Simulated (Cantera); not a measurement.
SiH₄ + N₂ (silicon epitaxy and polysilicon growth)

Feed: 1 mol SiH₄, 45 mol N₂, equilibrated at 1.33 mbar.

Method: chemical equilibrium by Gibbs-energy minimisation in Cantera with the NASA 1993 tables (ideal gas, pure condensed phases). Candidate condensed phases: Si, Si₃N₄; 18 gas species. N₂ is the only nitrogen source here; it is nearly inert below about 1500 K, so the nitride shown seldom forms there in practice. The tables' values for SiN are old estimates; treat these amounts as uncertain. Equilibrium is a limit: real reactors are often held back by kinetics, nucleation or transport.

From 998 K to 1673 K the condensed part is Si₃N₄(s). At 1748 K the condensed part is Si(l).

| T (K) | x N₂ | x H₂ | x H | x Si | x Si₂N | x SiN | x SiH | n Si₃N₄(s) | n Si(l) |
|---|---|---|---|---|---|---|---|---|---|
| 998 | 0.957 | 0.0432 | 1.22e-8 | <1e-12 | <1e-12 | <1e-12 | <1e-12 | 0.333 | 0 |
| 1073 | 0.957 | 0.0432 | 7.97e-8 | <1e-12 | <1e-12 | <1e-12 | <1e-12 | 0.333 | 0 |
| 1148 | 0.957 | 0.0432 | 4.08e-7 | <1e-12 | <1e-12 | <1e-12 | <1e-12 | 0.333 | 0 |
| 1223 | 0.957 | 0.0432 | 1.71e-6 | 3.05e-12 | <1e-12 | <1e-12 | <1e-12 | 0.333 | 0 |
| 1298 | 0.957 | 0.0432 | 6.10e-6 | 1.57e-10 | <1e-12 | 1.95e-11 | 1.00e-11 | 0.333 | 0 |
| 1373 | 0.957 | 0.0432 | 1.89e-5 | 5.23e-9 | 9.88e-12 | 4.33e-10 | 2.25e-10 | 0.333 | 0 |
| 1448 | 0.957 | 0.0431 | 5.24e-5 | 1.20e-7 | 5.37e-10 | 6.95e-9 | 3.66e-9 | 0.333 | 0 |
| 1523 | 0.957 | 0.0431 | 0.000131 | 2.03e-6 | 1.95e-8 | 8.44e-8 | 4.49e-8 | 0.333 | 0 |
| 1598 | 0.957 | 0.0430 | 0.000302 | 2.61e-5 | 5.03e-7 | 8.08e-7 | 4.33e-7 | 0.333 | 0 |
| 1673 | 0.956 | 0.0428 | 0.000645 | 0.000266 | 9.60e-6 | 6.29e-6 | 3.39e-6 | 0.329 | 0 |
| 1748 | 0.956 | 0.0418 | 0.00128 | 0.00109 | 3.45e-5 | 2.02e-5 | 1.09e-5 | 0 | 0.943 |
x: gas mole fraction; n: condensed amount in mol.
